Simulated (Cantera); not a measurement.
What does this Cantera script print?

```python
import numpy as np
import cantera as ct

gas_names = """
    N2O NO CrO3 N2
""".split()
cond_names = """
    Cr(cr) Cr(L) Cr2N(s) Cr2O3(s) Cr2O3(L)
""".split()


# ... load() reads the species with a 1 bar reference pressure and builds the phases ...
species = {s.name: s for s in load("nasa_gas.yaml", gas_names) + load("nasa_condensed.yaml", cond_names)}
# Each term lists the table entries of one substance; the one whose range holds T is used.
reactions = {
    '2 Cr + N2O(g) = Cr2N + NO(g)':
        [(-2, ['Cr(cr)', 'Cr(L)']), (-1, ['N2O']), (1, ['Cr2N(s)']), (1, ['NO'])],
    'Cr2O3 + 3 N2O(g) = 2 Cr + 6 NO(g)':
        [(-1, ['Cr2O3(s)', 'Cr2O3(L)']), (-3, ['N2O']), (2, ['Cr(cr)', 'Cr(L)']), (6, ['NO'])],
    '6 NO(g) + 2 Cr2O3 = 4 CrO3(g) + 3 N2(g)':
        [(-6, ['NO']), (-2, ['Cr2O3(s)', 'Cr2O3(L)']), (4, ['CrO3']), (3, ['N2'])],
}


def pick(names, T):
    return next(species[n] for n in names if species[n].thermo.min_temp <= T <= species[n].thermo.max_temp)


results = []
for label, terms in reactions.items():
    print(label)
    print("     T/K   dH/kJ  dS/(J/K)   dG/kJ   log10 K")
    for T in [300, 500, 650, 800, 950, 1100, 1250, 1400, 1550, 1700, 1850]:
        used = [(nu, pick(names, T)) for nu, names in terms]
        dH = sum(nu * s.thermo.h(T) for nu, s in used) / 1e6
        dS = sum(nu * s.thermo.s(T) for nu, s in used) / 1e3
        dG = dH - T * dS / 1e3
        logK = -dG * 1e6 / (ct.gas_constant * T * np.log(10))
        results.append((label, T, dH, dS, dG, logK, [s.name for _, s in used]))
        print(f"{T:8g} {dH:8.1f} {dS:8.1f} {dG:8.1f} {logK:8.2f}")
```

Output:

```
2 Cr + N2O(g) = Cr2N + NO(g)
     T/K   dH/kJ  dS/(J/K)   dG/kJ   log10 K
     300   -115.8      8.5   -118.4    20.61
     500   -113.9     13.4   -120.6    12.60
     650   -112.8     15.4   -122.8     9.87
     800   -111.9     16.7   -125.2     8.18
     950   -110.9     17.8   -127.8     7.03
    1100   -110.1     18.5   -130.5     6.20
    1250   -109.6     19.0   -133.4     5.57
    1400   -109.3     19.2   -136.2     5.08
    1550   -109.5     19.1   -139.1     4.69
    1700   -110.1     18.8   -142.0     4.36
    1850   -111.1     18.2   -144.7     4.09
Cr2O3 + 3 N2O(g) = 2 Cr + 6 NO(g)
     T/K   dH/kJ  dS/(J/K)   dG/kJ   log10 K
     300   1437.9    571.8   1266.3  -220.48
     500   1435.3    565.3   1152.6  -120.41
     650   1432.1    559.9   1068.2   -85.84
     800   1428.3    554.6    984.7   -64.29
     950   1424.4    550.1    901.8   -49.58
    1100   1420.7    546.5    819.6   -38.92
    1250   1417.5    543.7    737.8   -30.83
    1400   1414.8    541.7    656.4   -24.49
    1550   1412.8    540.3    575.3   -19.39
    1700   1411.4    539.5    494.3   -15.19
    1850   1410.8    539.1    413.4   -11.67
6 NO(g) + 2 Cr2O3 = 4 CrO3(g) + 3 N2(g)
     T/K   dH/kJ  dS/(J/K)   dG/kJ   log10 K
     300    550.9    214.9    486.4   -84.69
     500    536.7    177.5    448.0   -46.80
     650    529.7    165.3    422.3   -33.94
     800    523.0    155.9    398.2   -26.00
     950    516.3    148.3    375.5   -20.64
    1100    509.6    141.7    353.7   -16.80
    1250    502.6    135.8    332.9   -13.91
    1400    495.4    130.3    313.0   -11.68
    1550    487.9    125.2    293.8    -9.90
    1700    479.9    120.3    275.4    -8.46
    1850    471.6    115.6    257.7    -7.28
```

Cantera with NASA thermochemical tables; ideal gases at 1 bar, condensed phases pure. Condensed species are held in their standard states even where they would react or evaporate.
